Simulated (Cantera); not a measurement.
Input (Python, Cantera):

```python
import numpy as np
import cantera as ct

gas = ct.Solution("gri30.yaml")
gas.TPX = 2198, 71000, {'NO': 1, 'N2': 0.29}
reactor = ct.IdealGasConstPressureReactor(gas, energy="off", clone=False)
net = ct.ReactorNet([reactor])
net.rtol, net.atol = 1e-08, 1e-18
show = ['NO', 'O', 'NO2', 'N2', 'O2', 'N2O']
times = np.geomspace(0.0003, 2, 11)

steps = ct.SolutionArray(gas, extra=["t"])
rows = []
print(f"{'t/s':>10s}{'T/K':>9s}{'P/Pa':>11s}" + "".join(f"{s:>11s}" for s in show))
for t in times:
    while net.time < t:
        t_next = net.step()
        steps.append(gas.state, t=t_next)
    rows.append([np.interp(t, steps.t, y) for y in (steps.T, steps.P, *steps(*show).X.T)])
    print(f"{t:10.3e}{rows[-1][0]:9.1f}{rows[-1][1]:11.4g}" + "".join(f"{x:11.3e}" for x in rows[-1][2:]))
rate = np.gradient(steps.T, steps.t)
print("integrator steps:", len(steps.t))
if steps.T.max() > steps.T[0] + 200:
    print(f"time of steepest temperature rise: {steps.t[rate.argmax()]:.4e} s")
gas.TPX = 2198, 71000, {'NO': 1, 'N2': 0.29}
gas.equilibrate("TP")
print(f"equilibrium (TP): T = {gas.T:.1f} K  " + "  ".join(f"{s} {gas[s].X[0]:.3e}" for s in show))
```

It prints:

```
       t/s      T/K       P/Pa         NO          O        NO2         N2         O2        N2O
 3.000e-04   2198.0    7.1e+04  7.737e-01  3.786e-04  1.818e-04  2.252e-01  2.599e-04  2.565e-04
 7.236e-04   2198.0    7.1e+04  7.714e-01  4.743e-04  2.299e-04  2.263e-01  1.284e-03  2.953e-04
 1.745e-03   2198.0    7.1e+04  7.659e-01  5.054e-04  2.459e-04  2.290e-01  4.010e-03  2.924e-04
 4.210e-03   2198.0    7.1e+04  7.525e-01  5.669e-04  2.767e-04  2.357e-01  1.066e-02  2.794e-04
 1.016e-02   2198.0    7.1e+04  7.197e-01  6.937e-04  3.340e-04  2.521e-01  2.691e-02  2.504e-04
 2.449e-02   2198.0    7.1e+04  6.416e-01  9.269e-04  4.120e-04  2.911e-01  6.575e-02  1.918e-04
 5.908e-02   2198.0    7.1e+04  4.759e-01  1.287e-03  4.371e-04  3.739e-01  1.484e-01  1.001e-04
 1.425e-01   2198.0    7.1e+04  2.300e-01  1.682e-03  2.817e-04  4.968e-01  2.712e-01  2.242e-05
 3.438e-01   2198.0    7.1e+04  6.126e-02  1.906e-03  8.566e-05  5.812e-01  3.556e-01  2.003e-06
 8.292e-01   2198.0    7.1e+04  1.913e-02  1.957e-03  2.752e-05  6.022e-01  3.767e-01  6.646e-07
 2.000e+00   2198.0    7.1e+04  1.489e-02  1.962e-03  2.147e-05  6.044e-01  3.788e-01  6.097e-07
integrator steps: 1056
equilibrium (TP): T = 2198.0 K  NO 1.484e-02  O 1.962e-03  NO2 2.141e-05  N2 6.044e-01  O2 3.788e-01  N2O 6.092e-07
```

Cantera simulation using GRI-Mech 3.0 (53 species, 325 reactions); the numbers are that mechanism's predictions, not measurements.
